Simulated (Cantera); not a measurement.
Cantera run, input and output.

```python
import numpy as np
import cantera as ct

gas = ct.Solution("gri30.yaml")
gas.TPX = 625, 101325, {'CO': 1, 'H2': 0.11, 'CH4': 0.073, 'O2': 1.59, 'N2': 13.2, 'CO2': 0.37}
inlet = ct.Reservoir(gas, clone=True)
gas.equilibrate("HP")  # start burning
reactor = ct.IdealGasConstPressureReactor(gas, energy="on", clone=False)
exhaust = ct.Reservoir(gas, clone=True)
tau = [0.023, 0.013, 0.0074, 0.0042, 0.0023, 0.0013, 0.00074, 0.00042, 0.00023, 0.00013, 7.4e-05][0]
for a, b in ((inlet, reactor), (reactor, exhaust)):
    ct.MassFlowController(a, b, mdot=lambda t: reactor.mass / tau)
net = ct.ReactorNet([reactor])
show = ['CO', 'H2', 'CH4', 'N2O', 'O']

rows = []
print(f"{'tau/s':>10s}{'T/K':>9s}" + "".join(f"{s:>11s}" for s in show))
for tau in [0.023, 0.013, 0.0074, 0.0042, 0.0023, 0.0013, 0.00074, 0.00042, 0.00023, 0.00013, 7.4e-05]:
    net.initial_time = 0.0
    net.advance(30 * tau)
    before = gas.X
    net.advance(40 * tau)
    drift = np.max(np.abs(gas.X - before) / (gas.X + 1e-9))
    rows.append([gas.T, *gas[show].X, drift])
    print(f"{tau:10.3e}{gas.T:9.1f}" + "".join(f"{x:11.3e}" for x in gas[show].X))
```

It prints:

```
     tau/s      T/K         CO         H2        CH4        N2O          O
 2.300e-02   1254.2  5.455e-03  1.249e-04  2.245e-05  7.702e-07  2.871e-04
 1.300e-02   1227.0  8.709e-03  1.997e-04  3.689e-05  6.298e-07  3.620e-04
 7.400e-03   1160.8  1.672e-02  4.162e-04  8.843e-05  4.066e-07  3.445e-04
 4.200e-03    625.0  6.119e-02  6.731e-03  4.467e-03 -1.733e-20  1.409e-15
 2.300e-03    625.0  6.119e-02  6.731e-03  4.467e-03  4.509e-21  1.343e-15
 1.300e-03    625.0  6.119e-02  6.731e-03  4.467e-03  2.371e-21  1.243e-15
 7.400e-04    625.0  6.119e-02  6.731e-03  4.467e-03  1.189e-21  1.101e-15
 4.200e-04    625.0  6.119e-02  6.731e-03  4.467e-03  5.613e-22  9.156e-16
 2.300e-04    625.0  6.119e-02  6.731e-03  4.467e-03  2.327e-22  6.928e-16
 1.300e-04    625.0  6.119e-02  6.731e-03  4.467e-03  9.329e-23  4.902e-16
 7.400e-05    625.0  6.119e-02  6.731e-03  4.467e-03  3.514e-23  3.248e-16
```

Computed with Cantera and GRI-Mech 3.0 (53 species, 325 reactions).
